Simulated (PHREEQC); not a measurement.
Copper plating or etch bath

Dissolve 0.026 mol Cu(NO3)2, 6.4e-05 mol H2SO4 and 0.29 mol H3BO3 per kg of water at 25 °C. Closed to the air; pH follows from the charge balance.

Equilibrium calculation in PHREEQC: ion-association model, wateq4f.dat.

Each row changes one thing in this solution. Precipitation was switched off in this run.

| case | pH | SO4-2 (mol/kgw) | H2BO3- (mol/kgw) | HSO4- (mol/kgw) |
|---|---|---|---|---|
| as made | 3.95 | 3.36e-5 | 1.99e-6 | 1.85e-7 |
| H3BO3 from 0.29 to 0.435 mol/kgw | 3.95 | 3.36e-5 | 2.97e-6 | 1.86e-7 |
| H2SO4 replaced by NaHSO4 at the same molality | ___ | 3.36e-5 | 3.48e-6 | 1.06e-7 |
| temperature from 25 to 35 °C | ___ | 3.29e-5 | 2.34e-6 | 2.30e-7 |
| H3BO3 from 0.29 to 0.261 mol/kgw | 3.95 | 3.36e-5 | 1.80e-6 | 1.85e-7 |
| Cu(NO3)2 left out | ___ | 6.33e-5 | 1.34e-6 | 7.42e-7 |

Q: Fill in the missing entries.

A: 
- H2SO4 replaced by NaHSO4 at the same molality, pH: 4.20
- temperature from 25 to 35 °C, pH: 3.94
- Cu(NO3)2 left out, pH: 3.90
